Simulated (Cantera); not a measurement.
Input (Python, Cantera) and output of one run.

```python
import numpy as np
import cantera as ct

gas_names = """
    AL ALCL ALCL2 ALCL3 ALH ALO ALOCL ALOH ALO2 ALO2H AL2 AL2CL6 AL2O AL2O2 CL CLO CL2 H HALO HCL HOCL
    HO2 H2 H2O H2O2 O OH O2 O3
""".split()
cond_names = """
    AL(cr) AL(L) ALCL3(s) ALCL3(L) AL2O3(a) AL2O3(L) H2O(s) H2O(L)
""".split()


def load(file, names, dense=False):
    # The tables refer to 1 bar. Condensed volumes are neglected.
    table = {s.name: s for s in ct.Species.list_from_file(file)}
    out = []
    for n in names:
        d = dict(table[n].input_data)
        d["thermo"] = dict(d["thermo"], **{"reference-pressure": 1e5})
        if dense:
            d["equation-of-state"] = {"model": "constant-volume", "density": "1e6 g/cm^3"}
        out.append(ct.Species.from_dict(d))
    return out


gas = ct.Solution(thermo="ideal-gas", species=load("nasa_gas.yaml", gas_names))
cond = {s.name: ct.Solution(thermo="fixed-stoichiometry", species=[s], name=s.name)
        for s in load("nasa_condensed.yaml", cond_names, dense=True)}
atoms = {
    'Al2O3': {'AL': 2, 'O': 3},
    'HCl': {'H': 1, 'CL': 1},
}
top_T = {}  # K; cautious upper limits of use, not melting points


def equilibrate(T, P, feed):
    n = {}
    for name, mol in feed.items():
        for a, k in atoms[name].items():
            n[a] = n.get(a, 0.0) + k * mol
    gas.TPX = T, P, n
    mass = sum(n.values()) * gas.mean_molecular_weight
    gas.equilibrate("TP")
    valid = [c for c in cond.values() if c.min_temp <= T <= top_T.get(c.name, c.max_temp)]
    mix = ct.Mixture([(gas, mass / gas.mean_molecular_weight)] + [(c, 0.0) for c in valid])
    mix.T, mix.P = T, P
    mix.equilibrate("TP", solver="vcs", rtol=1e-11, max_steps=5000)
    return mix


results = []
feed = {'Al2O3': 1, 'HCl': 0.49}  # mol
P = 280000  # Pa
for T in [923, 973, 1023, 1073, 1123, 1173, 1223, 1273, 1323, 1373, 1423, 1473, 1523]:
    mix = equilibrate(T, P, feed)
    results.append((T, P, feed, dict(zip(mix.species_names, mix.species_moles))))

top = {s: max(r[3][s] / sum(r[3][g] for g in gas_names) for r in results) for s in gas_names}
cols = sorted((s for s in top if top[s] > 0.001), key=lambda s: -top[s])[:7]
seen = [c for c in cond_names if any(r[3].get(c, 0) > 1e-12 for r in results)]
print("log10 of partial pressures in bar; condensed amounts in mol")
print(f"{'T/K':>10s}" + "".join(f"{s[:9]:>10s}" for s in cols + seen))
for T, P, feed, n in results:
    ng = sum(n[g] for g in gas_names)
    print(f"{T:10.4g}" + "".join(f"{np.log10(max(n[s] / ng * P / 1e5, 1e-99)):10.3f}" for s in cols)
          + "".join(f"{n.get(c, 0):10.4g}" for c in seen))
```

Output:

```
log10 of partial pressures in bar; condensed amounts in mol
       T/K       HCL       H2O     ALCL3  AL2O3(a)
       923     0.447    -3.024    -3.200    0.9999
       973     0.447    -2.838    -3.014    0.9999
      1023     0.447    -2.670    -2.846    0.9999
      1073     0.446    -2.519    -2.695    0.9998
      1123     0.446    -2.382    -2.558    0.9998
      1173     0.446    -2.257    -2.433    0.9997
      1223     0.445    -2.143    -2.319    0.9996
      1273     0.445    -2.039    -2.215    0.9995
      1323     0.444    -1.943    -2.119    0.9993
      1373     0.443    -1.854    -2.031    0.9992
      1423     0.443    -1.773    -1.949     0.999
      1473     0.442    -1.698    -1.874    0.9988
      1523     0.441    -1.628    -1.804    0.9986
```

Cantera equilibrium calculation (NASA polynomials, part measured and part estimated; ideal gas, pure solids and liquids). Condensed phases not in the tables: AlOCl. Gases not in the tables: Al(OH)3.
